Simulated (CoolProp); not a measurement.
Vapour-liquid equilibrium of sulfur dioxide (1) + toluene (2) at 322.2 K; x and y are mole fractions of (1).

Model: multi-fluid Helmholtz-energy mixture model, Gao 2016 and Lemmon 2006; pair parameters Bell 2016, in CoolProp.

```json
[
 {"x": "0.05", "bubble pressure, mixture model (MPa)": "0.04005", "bubble pressure, Raoult's law (MPa)": "0.05218", "y, mixture model": "0.717", "y, Raoult's law": "0.785"},
 {"x": "0.15", "bubble pressure, mixture model (MPa)": "0.1085", "bubble pressure, Raoult's law (MPa)": "0.1329", "y, mixture model": "0.905", "y, Raoult's law": "0.925"},
 {"x": "0.25", "bubble pressure, mixture model (MPa)": "0.1884", "bubble pressure, Raoult's law (MPa)": "0.2137", "y, mixture model": "0.951", "y, Raoult's law": "0.959"},
 {"x": "0.35", "bubble pressure, mixture model (MPa)": "0.2743", "bubble pressure, Raoult's law (MPa)": "0.2945", "y, mixture model": "0.970", "y, Raoult's law": "0.974"},
 {"x": "0.45", "bubble pressure, mixture model (MPa)": "0.3612", "bubble pressure, Raoult's law (MPa)": "0.3752", "y, mixture model": "0.980", "y, Raoult's law": "0.983"},
 {"x": "0.55", "bubble pressure, mixture model (MPa)": "0.4462", "bubble pressure, Raoult's law (MPa)": "0.4560", "y, mixture model": "0.986", "y, Raoult's law": "0.988"},
 {"x": "0.65", "bubble pressure, mixture model (MPa)": "0.5284", "bubble pressure, Raoult's law (MPa)": "0.5367", "y, mixture model": "0.991", "y, Raoult's law": "0.992"},
 {"x": "0.75", "bubble pressure, mixture model (MPa)": "0.6087", "bubble pressure, Raoult's law (MPa)": "0.6175", "y, mixture model": "0.994", "y, Raoult's law": "0.995"},
 {"x": "0.85", "bubble pressure, mixture model (MPa)": "0.6897", "bubble pressure, Raoult's law (MPa)": "0.6982", "y, mixture model": "0.996", "y, Raoult's law": "0.997"},
 {"x": "0.95", "bubble pressure, mixture model (MPa)": "0.7745", "bubble pressure, Raoult's law (MPa)": "0.7790", "y, mixture model": "0.999", "y, Raoult's law": "0.999"}
]
```

The largest gap from Raoult's law is -23.2 % in bubble pressure, at x = 0.05. No azeotrope shows between x = 0.05 and 0.95.

Pair parameters are fitted to limited data, so mixtures are less certain than the pure fluids.
